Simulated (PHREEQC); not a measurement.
Solution (25 °C): 0.21 mol HF, 0.01 mol ZnSO4 and 0.00041 mol KCl per kg of water. Closed to the air; pH follows from the charge balance.

Computed with PHREEQC (ion-association model, phreeqc.dat).

Precipitation was switched off in this run.

Question: Order these S species by the share of S that they hold, largest first: HSO4-, Zn(SO4)2-2, ZnSO4, SO4-2.

Answer: SO4-2 (45 %), HSO4- (35 %), ZnSO4 (18 %), Zn(SO4)2-2 (1.4 %)

The pH is 1.87 and the ionic strength 0.0441 mol/kgw.
